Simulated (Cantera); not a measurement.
A diamond (100) surface in a fixed gas of H2 with x(CH4) = 0.0095, x(CH3) = 0.0013, at 1200 K, 158 Torr; coverages are run to steady state.

Detailed kinetics in Cantera: the Harris–Goodwin 1993 mechanism for the reconstructed diamond (100) surface.

θ: site fractions in the mechanism's names (c6HH fully hydrogenated, c6H* and c6*H radical sites, c6** diradical, c6HM methylated).

```csv
x(H),growth (µm/h),θ c6HH,θ c6H*,θ c6*H,θ c6**,θ c6HM
0.0001,5.29,0.569,0.0248,0.318,0.00278,0.0440
0.00024,…,…,0.0296,0.379,…,…
0.00055,35.0,0.436,0.0321,0.410,0.0120,0.0599
0.0013,74.0,0.416,0.0336,0.430,0.0183,0.0578
0.0031,…,0.414,0.0351,0.448,…,…
0.0072,196,0.420,0.0366,0.465,0.0272,0.0300
0.017,246,0.427,0.0381,0.477,0.0295,0.0162
0.04,277,0.432,0.0397,0.484,0.0309,0.00779
0.095,295,0.434,0.0425,0.485,0.0320,0.00351
```

Q: Complete the blanks.

A: 
- 0.00024, growth (µm/h): 15.0
- 0.00024, θ c6HH: 0.482
- 0.00024, θ c6**: 0.00657
- 0.00024, θ c6HM: 0.0545
- 0.0031, growth (µm/h): 133
- 0.0031, θ c6**: 0.0236
- 0.0031, θ c6HM: 0.0461
